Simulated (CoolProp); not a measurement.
Computed with CoolProp (reference Helmholtz-energy equation of state, Zhou 2012).

Task: For m-xylene, give the phase and the cp (kJ/(kg K)), Joule-Thomson coefficient (K/MPa) at 287.4 K and 29.4 bar; 352 K and 29.4 bar; 438.1 K and 29.4 bar.

Result: 
- 287.4 K and 29.4 bar: liquid; cp 1.68, Joule-Thomson coefficient -0.495
- 352 K and 29.4 bar: liquid; cp 1.89, Joule-Thomson coefficient -0.401
- 438.1 K and 29.4 bar: liquid; cp 2.21, Joule-Thomson coefficient -0.242
